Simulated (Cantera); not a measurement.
A closed system holds: 1 mol BCl3, 3.7 mol H2O, 130 mol N2, 16 mol NH3, held at 32.0 Pa.

These are equilibrium values from Cantera (NASA tables, ideal gas, pure condensed phases), not measurements of a reactor. Candidate condensed phases: B, BN, B2O3, B3O3H3, H2O, NH4Cl; 49 gas species. Rates play no part.

**Question.** What share of the B ends up in condensed phases as a function of T (K), at 900, 1000, 1100, 1200, 1300, 1400, 1500, 1600, 1700?

**Answer.** 
```
T (K)  B condensed (%)       as
-----  ---------------  -------
900               99.7  B2O3(l)
1000              97.2  B2O3(l)
1100              81.6  B2O3(l)
1200              18.3  B2O3(l)
1300               0.0        -
1400               0.0        -
1500               0.0        -
1600               0.0        -
1700               0.0        -
```
